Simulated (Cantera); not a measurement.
**Stirred combustor or abatement burner**

A perfectly stirred reactor is fed with C2H6 : O2 : N2 : H2O = 1 : 4.67 : 17.5 : 0.85 (molar parts), equivalence ratio 0.75, at 86000 Pa; it is adiabatic with a 600 K inlet, and is followed from long to short residence time, starting on the burning branch (τ in s: 0.28, 0.12, 0.056, 0.025, 0.011, 0.0051, 0.0023, 0.001, 0.00047, 0.00021, 9.6e-05, 4.3e-05, 1.9e-05).

Model: GRI-Mech 3.0 (53 species, 325 reactions), integrated in Cantera.

| τ (s) | T (K) | x C2H6 | x O2 | x H2O | x CH3 | x CH2CO |
|---|---|---|---|---|---|---|
| 0.28 | 2109 | 1.24e-7 | 0.0471 | 0.154 | 3.39e-7 | 1.09e-7 |
| 0.12 | 2106 | 2.77e-7 | 0.0474 | 0.154 | 6.82e-7 | 2.55e-7 |
| 0.056 | 2099 | 5.55e-7 | 0.0477 | 0.154 | 1.18e-6 | 5.39e-7 |
| 0.025 | 2085 | 1.12e-6 | 0.0482 | 0.153 | 1.94e-6 | 1.15e-6 |
| 0.011 | 2062 | 2.22e-6 | 0.0488 | 0.151 | 3.18e-6 | 2.33e-6 |
| 0.0051 | 2032 | 4.16e-6 | 0.0497 | 0.149 | 5.28e-6 | 4.21e-6 |
| 0.0023 | 1993 | 7.95e-6 | 0.0510 | 0.147 | 9.52e-6 | 7.32e-6 |
| 0.0010 | 1942 | 1.60e-5 | 0.0528 | 0.144 | 1.86e-5 | 1.25e-5 |
| 0.00047 | 1888 | 3.15e-5 | 0.0551 | 0.142 | 3.57e-5 | 2.04e-5 |
| 0.00021 | 1821 | 7.15e-5 | 0.0590 | 0.139 | 7.71e-5 | 3.68e-5 |
| 9.6e-5 | 1732 | 0.000212 | 0.0671 | 0.137 | 0.000209 | 8.53e-5 |
| 4.3e-5 | 600 | 0.0416 | 0.194 | 0.0354 | <1e-12 | <1e-12 |
| 1.9e-5 | 600 | 0.0416 | 0.194 | 0.0354 | <1e-12 | <1e-12 |
x: mole fraction; the columns are a selection and need not sum to one.
